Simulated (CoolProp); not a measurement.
Vapour-liquid equilibrium of dimethyl carbonate (1) + n-octane (2) at 483.3 K; x and y are mole fractions of (1).

The numbers come from the multi-fluid Helmholtz-energy mixture model, Zhou 2011 and Beckmüller 2019; pair parameters Bell 2016 in CoolProp.

**Question.** Give the bubble pressure and the first vapour's composition at x = 0.2, 0.575, 0.8. Is there an azeotrope?

**Answer.** x = 0.2: 1.050 MPa, y = 0.420; x = 0.575: 1.469 MPa, y = 0.705; x = 0.8: 1.590 MPa, y = 0.833. y crosses x between x = 0.875 and 0.95: the model has an azeotrope there.

The pair parameters rest on a limited set of measurements; away from them the model extrapolates.
